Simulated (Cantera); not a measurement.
Cantera run:

```python
import numpy as np
import cantera as ct

gas_names = """
    CL CL2 H HCL H2 Si SiCL SiCL2 SiCL3 SiCL4 SiH SiHCL3 SiH2 SiH2CL2 SiH3 SiH3CL SiH4 Si2 Si3
""".split()
cond_names = """
    Si(cr) Si(L)
""".split()


# ... load() reads the species with a 1 bar reference pressure and builds the phases ...
atoms = {
    'Si': {'Si': 1},
    'H2': {'H': 2},
    'Cl2': {'CL': 2},
}
top_T = {}  # K; cautious upper limits of use, not melting points


# ... equilibrate(T, P, feed) seeds the gas with the atoms and calls Mixture.equilibrate('TP', solver="vcs", rtol=1e-11, max_steps=5000) ...
results = []
feed = {'Si': 1, 'H2': 3.6, 'Cl2': 1.7}  # mol
T = 1123.15  # K
P = 210000  # Pa
mix = equilibrate(T, P, feed)
results.append((T, P, feed, dict(zip(mix.species_names, mix.species_moles))))
print(gas.report(threshold=0.0001))
for i in range(1, mix.n_phases):
    print(f"{mix.phase(i).name:16s} {mix.phase_moles(i):12.5e} mol")
```

Output:

```
       temperature   1123.2 K
          pressure   2.1e+05 Pa
           density   0.78626 kg/m^3
  mean mol. weight   34.964 kg/kmol
   phase of matter   gas

                          1 kg             1 kmol
                     ---------------   ---------------
          enthalpy       -2.5559e+06       -8.9364e+07  J
   internal energy        -2.823e+06       -9.8702e+07  J
           entropy            6593.8        2.3055e+05  J/K
    Gibbs function       -9.9617e+06        -3.483e+08  J
 heat capacity c_p            1316.8             46039  J/K
 heat capacity c_v              1079             37725  J/K

                      mass frac. Y      mole frac. X     chem. pot. / RT
                     ---------------   ---------------   ---------------
               HCL          0.024665          0.023654           -37.467
                H2          0.044213           0.76679           -17.326
             SiCL2         0.0043645         0.0015417           -61.519
             SiCL3          0.015324         0.0039854           -90.324
             SiCL4           0.62152           0.12791           -119.13
            SiHCL3           0.27573          0.071177           -98.986
           SiH2CL2          0.014015         0.0048518           -78.845
     [  +12 minor]        0.00016885        8.9077e-05

Si(cr)            7.90677e-02 mol
```

These are equilibrium values from Cantera (NASA tables, ideal gas, pure condensed phases), not measurements of a reactor. The tables' values for SiCl3 are old estimates; treat these amounts as uncertain.
